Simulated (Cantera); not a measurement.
Feed: 1 mol CsCl, 0.13 mol HF, 1 mol H2, at 1002 °C.

These are equilibrium values from Cantera (NASA tables, ideal gas, pure condensed phases), not measurements of a reactor. Candidate condensed phases: Cs, CsCl, CsF; 22 gas species. Rates play no part.

Q: Which condensed phases are stable at each of these points (P (Pa)): 0.100, 1, 10, 100, 1000, 10000, 100000?

A: 
| P (Pa) | condensed phases | Cs condensed (%) |
|---|---|---|
| 0.100 | gas only | 0.0 |
| 1 | gas only | 0.0 |
| 10 | gas only | 0.0 |
| 100 | gas only | 0.0 |
| 1000 | gas only | 0.0 |
| 10000 | gas only | 0.0 |
| 100000 | CsCl(l) | 89.7 |

From 1.00e-6 bar to 0.100 bar nothing is condensed. At 1.00 bar the condensed part is CsCl(l).
